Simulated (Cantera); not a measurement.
Feed: 1 mol B2O3, 2.6 mol H2, 1.5 mol N2, held at 200 Pa.

These are equilibrium values from Cantera (NASA tables, ideal gas, pure condensed phases), not measurements of a reactor. Candidate condensed phases: B, BN, B2O3, B3O3H3, H2O; 39 gas species. N2 is the only nitrogen source here; it is nearly inert below about 1500 K, so the nitride shown seldom forms there in practice. Mutual solubility and eutectic melting of coexisting phases are not modelled. Kinetics and transport are ignored.

Q: At 852 °C, list the 4 most abundant gas species with their mole fractions, and the condensed phases.

A: H2 0.634, N2 0.366, H2O 0.000526, HBO2 0.000136. Condensed: BN(s) + B2O3(l).
